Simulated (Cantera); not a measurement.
Mixture: H2 : O2 : N2 = 1 : 0.581 : 2.19 (molar parts), at 5.00 bar, adiabatic and at constant volume. Ignition delay is the time to a rise of 400 K.

Model: the H2/O2 subset of GRI-Mech 3.0, which has no nitrogen chemistry, integrated in Cantera. The hydrogen kinetics of GRI-Mech 3.0 are dated; newer H2 mechanisms differ, most at raised pressure.

```tsv
quantity	before	after
delay at 950 K	41.7 ms	55.9 ms
delay at 1050 K	2.71 ms	3.52 ms
delay at 1150 K	42.4 µs	56.7 µs
delay at 1250 K	9.19 µs	13.8 µs
apparent activation energy between 1200 and 1300 K	110 kJ/mol	110 kJ/mol
```

Q: Which change was made?
(A) N2 2.19 to 4 parts
(B) H2 1 to 0.44 parts
(C) O2 0.581 to 0.28 parts
(D) pressure from 5.00 bar to 19.0 bar

A: A, N2 2.19 to 4 parts
